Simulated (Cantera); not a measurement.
A perfectly stirred reactor is fed with 9.17 % CH3OH, 19.1 % O2, 71.8 % N2, equivalence ratio 0.72, at 1.00 atm; it is adiabatic with a 748 K inlet, and is followed from long to short residence time, starting on the burning branch (τ in s: 0.045, 0.023, 0.011, 0.0056, 0.0028, 0.0014, 0.00069, 0.00034, 0.00017, 8.5e-05, 4.2e-05, 2.1e-05).

Model: GRI-Mech 3.0 (53 species, 325 reactions), integrated in Cantera. GRI-Mech 3.0 was tuned for natural gas; its chemistry of methanol as a main component is partial and can be far from experiment.

x: mole fraction; the columns are a selection and need not sum to one.

| τ (s) | T (K) | x CH3OH | x O2 | x HCN | x NO | x HCO | x H2 |
|---|---|---|---|---|---|---|---|
| 0.045 | 2207 | 1.47e-6 | 0.0506 | 9.00e-9 | 0.00110 | … | 0.00124 |
| 0.023 | 2199 | 2.61e-6 | 0.0511 | 8.90e-9 | 0.000668 | … | 0.00146 |
| 0.011 | 2183 | 4.65e-6 | 0.0517 | 8.50e-9 | 0.000390 | … | 0.00189 |
| 0.0056 | 2160 | 7.62e-6 | 0.0524 | 8.58e-9 | 0.000236 | … | 0.00251 |
| 0.0028 | 2127 | 1.24e-5 | 0.0534 | 1.01e-8 | 0.000137 | … | 0.00337 |
| 0.0014 | 2086 | 2.03e-5 | 0.0548 | 1.46e-8 | 7.79e-5 | … | 0.00445 |
| 0.00069 | 2037 | 3.46e-5 | 0.0564 | 2.47e-8 | 4.40e-5 | … | 0.00567 |
| 0.00034 | 1983 | 6.20e-5 | 0.0586 | 4.52e-8 | 2.56e-5 | … | 0.00688 |
| 0.00017 | 1928 | 0.000119 | 0.0615 | 8.25e-8 | 1.50e-5 | … | 0.00795 |
| 8.5e-5 | 1866 | 0.000263 | 0.0666 | 1.46e-7 | 7.57e-6 | … | 0.00891 |
| 4.2e-5 | 748 | 0.0917 | 0.191 | <1e-12 | <1e-12 | <1e-12 | <1e-12 |
| 2.1e-5 | 748 | 0.0917 | 0.191 | <1e-12 | <1e-12 | <1e-12 | <1e-12 |

Q: What belongs in the gaps?

A: 
- 0.045, x HCO: 6.81e-8
- 0.023, x HCO: 1.33e-7
- 0.011, x HCO: 2.79e-7
- 0.0056, x HCO: 5.48e-7
- 0.0028, x HCO: 1.09e-6
- 0.0014, x HCO: 2.15e-6
- 0.00069, x HCO: 4.28e-6
- 0.00034, x HCO: 8.50e-6
- 0.00017, x HCO: 1.68e-5
- 8.5e-5, x HCO: 3.44e-5
